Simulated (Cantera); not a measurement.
## Stirred combustor or abatement burner

A perfectly stirred reactor is fed with CH₄ : C₂H₆ : O₂ : N₂ = 1 : 0.12 : 2.63 : 9.89 (molar parts), equivalence ratio 0.92, at 0.296 atm; it is adiabatic with a 775 K inlet, and is followed from long to short residence time, starting on the burning branch (τ in s: 0.048, 0.025, 0.013, 0.0065, 0.0033, 0.0017, 0.00086, 0.00044, 0.00023, 0.00012, 5.9e-05).

Computed with Cantera and GRI-Mech 3.0 (53 species, 325 reactions).

```tsv
τ (s)	T (K)	x CH₄	x C₂H₆	x O₂	x NO	x H	x CH₂	x HCO
0.048	2323	4.69e-6	8.58e-8	0.0239	0.00203	0.00280	2.56e-7	1.43e-7
0.025	2294	8.00e-6	1.64e-7	0.0253	0.00129	0.00355	4.11e-7	2.68e-7
0.013	2252	1.34e-5	3.11e-7	0.0271	0.000743	0.00474	6.24e-7	5.02e-7
0.0065	2198	2.33e-5	6.04e-7	0.0291	0.000389	0.00651	9.39e-7	9.66e-7
0.0033	2141	4.10e-5	1.15e-6	0.0310	0.000207	0.00863	1.40e-6	1.83e-6
0.0017	2087	7.37e-5	2.17e-6	0.0329	0.000118	0.0108	2.12e-6	3.40e-6
0.00086	2036	0.000140	4.24e-6	0.0349	7.22e-5	0.0128	3.41e-6	6.50e-6
0.00044	1991	0.000277	8.50e-6	0.0374	4.84e-5	0.0141	5.84e-6	1.25e-5
0.00023	1950	0.000578	1.78e-5	0.0413	3.45e-5	0.0141	1.08e-5	2.40e-5
0.00012	1895	0.00143	4.46e-5	0.0492	2.35e-5	0.0121	2.32e-5	4.86e-5
5.9e-5	775	0.0733	0.00880	0.193	<1e-12	<1e-12	<1e-12	<1e-12
```
x: mole fraction; the columns are a selection and need not sum to one.
